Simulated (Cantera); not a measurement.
A Cantera script and its output.

```python
import numpy as np
import cantera as ct

gas = ct.Solution("gri30.yaml")


def delay(T, t_max=10):
    gas.TPX = T, 720000, {'CO': 1, 'H2': 0.038, 'O2': 0.273, 'N2': 1.03}
    reactor = ct.IdealGasReactor(gas, clone=False)
    net = ct.ReactorNet([reactor])
    net.rtol, net.atol = 1e-8, 1e-16
    while net.time < t_max:
        t_old, T_old = net.time, reactor.T
        net.step()
        if reactor.T > T + 400:  # ignition: a rise of 400 K
            return t_old + (T + 400 - T_old) / (reactor.T - T_old) * (net.time - t_old)
    return np.nan


taus = []
for T in [1075, 1125, 1175, 1225, 1275, 1325, 1375, 1425]:
    taus.append(delay(T))
    print(f"T0 = {T:6g} K   tau = {taus[-1]:.4e} s")
```

Output:

```
T0 =   1075 K   tau = 4.3748e-04 s
T0 =   1125 K   tau = 1.5355e-04 s
T0 =   1175 K   tau = 6.2971e-05 s
T0 =   1225 K   tau = 3.2575e-05 s
T0 =   1275 K   tau = 2.0370e-05 s
T0 =   1325 K   tau = 1.4407e-05 s
T0 =   1375 K   tau = 1.1041e-05 s
T0 =   1425 K   tau = 8.9388e-06 s
```

Detailed kinetics in Cantera: GRI-Mech 3.0 (53 species, 325 reactions). The hydrogen kinetics of GRI-Mech 3.0 are dated; newer H2 mechanisms differ, most at raised pressure. Where the delays flatten at high temperature, the 400 K rule measures the pace of heat release, not the induction time.
